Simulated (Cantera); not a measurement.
An isothermal, constant-pressure homogeneous reactor starts with H₂ : O₂ = 0.056 : 1 (molar parts), at 1450 K and 0.00671 atm.

Model: the H2/O2 subset of GRI-Mech 3.0, which has no nitrogen chemistry, integrated in Cantera. Radical loss at walls, strong at low pressure, is not modelled. The temperature is held fixed by assumption; the heat of reaction is taken as removed at once.

One state of this run: x H₂ = 0.000465; x O₂ = 0.925; x HO₂ = 6.78e-7; x H₂O₂ = 1.94e-8; x H = 0.00192. x: mole fraction; the columns are a selection and need not sum to one.

### Question
Which value of t (s) does it belong to?
(A) 0.000479
(B) 0.303
(C) 0.00174
(D) 4.00

### Answer
B, 0.303
